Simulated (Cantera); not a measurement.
Feed: 1 mol Si2H6, 3.2 mol HCl, 6.5 mol N2, held at 1675 K and 1.00 Torr.

Cantera equilibrium calculation (NASA polynomials, part measured and part estimated; ideal gas, pure solids and liquids). Candidate condensed phases: NH4Cl, Si, Si3N4; 28 gas species. The feed counts by its element totals alone. The tables' values for SiCl3, SiCl are old estimates; treat these amounts as uncertain. The numbers say what is thermodynamically allowed, not how fast it happens.

Base state: N2 0.511, H2 0.318, HCl 0.0852, SiCl2 0.0822, H 0.00179, SiCl3 0.000414, Cl 0.000375, SiCl 0.000344 (mole fractions); condensed: Si(s).

### Question
What changes in the equilibrium state with this change: temperature from 1675 K to 1700 K?

### Answer
```csv
species,before,after
N2,0.511,0.511
H2,0.318,0.318
HCl,0.0852,0.0853
H,0.00179,0.00227
SiCl2,0.0822,0.0821
Si,0.000326,0.000509
SiH,1.13e-5,1.62e-5
Si2N,1.01e-5,1.45e-5
SiCl,0.000344,0.000456
"Si(s), mol",0.940,0
"Si(l), mol",0,0.938
```
The tables' values for SiCl, SiCl3 are old estimates; treat these amounts as uncertain.
